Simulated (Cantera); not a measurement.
**Catalytic combustion on Pt**

An isothermal plug-flow reactor at 550 K and 1.01 bar (inlet), inlet velocity 0.75 m/s, active area per volume 420 1/m; feed 0.281 % H₂, 1.47 % O₂, 96.5 % N₂, 1.71 % H₂O, equivalence ratio 0.096.

Model: Deutschmann's 1995 Pt surface mechanism with GRI-Mech 3.0 gas chemistry, integrated in Cantera. Catalytic surfaces can have several steady states; this one follows from the mechanism file's or the stated starting coverage. Mass transfer to the wall is taken as infinitely fast.

| z (m) | x H₂ | x O₂ | x H₂O | θ free Pt | θ O* | θ OH* |
|---|---|---|---|---|---|---|
| 0.00066 | 0.000655 | 0.0136 | 0.0193 | 0.0749 | 0.899 | 0.0259 |
| 0.0012 | 0.000398 | 0.0135 | 0.0195 | 0.0460 | 0.933 | 0.0207 |
| 0.0021 | 0.000240 | 0.0134 | 0.0197 | 0.0279 | 0.956 | 0.0164 |
| 0.0037 | 0.000140 | 0.0133 | 0.0198 | 0.0164 | 0.971 | 0.0127 |
| 0.0066 | 8.00e-5 | 0.0133 | 0.0199 | 0.00937 | 0.981 | 0.00964 |
| 0.012 | 4.43e-5 | 0.0133 | 0.0199 | 0.00523 | 0.988 | 0.00723 |
| 0.021 | 2.53e-5 | 0.0133 | 0.0199 | 0.00304 | 0.991 | 0.00553 |
| 0.037 | 1.41e-5 | 0.0133 | 0.0199 | 0.00180 | 0.994 | 0.00425 |
| 0.066 | 7.45e-6 | 0.0133 | 0.0199 | 0.00111 | 0.996 | 0.00335 |
x: gas mole fraction; θ: surface coverage.
